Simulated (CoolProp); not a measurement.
A closed Brayton cycle with carbon dioxide: compressor inlet 309.15 K and 7.7 MPa, high pressure 15.3 MPa, turbine inlet 875 K, compressor efficiency 0.89, turbine efficiency 0.9, recuperator effectiveness 0 (on enthalpy, no pinch check). Each further row changes one setting.

The numbers come from the reference Helmholtz-energy equation of state, Span 1996 in CoolProp.

```
case                           thermal efficiency (%)  net work (kJ/kg)  compressor to turbine work  compressor exit (K)  turbine exit (K)
-----------------------------  ----------------------  ----------------  --------------------------  -------------------  ----------------
as stated                                        10.9              74.5                        0.24                355.8             789.3
turbine inlet 825 K                              11.0              68.4                        0.26                355.8             742.5
compressor inlet 319.15 K                        10.6              67.6                        0.31                374.7             789.3
high pressure 13 MPa                              8.4                 ?                        0.23                    ?                 ?
recuperator effectiveness 0.5                    17.2              74.5                        0.24                355.8             789.3
```

**Question.** What belongs in the gaps?

**Answer.** 
- high pressure 13 MPa, net work (kJ/kg): 58.4
- high pressure 13 MPa, compressor exit (K): 344.6
- high pressure 13 MPa, turbine exit (K): 809.2
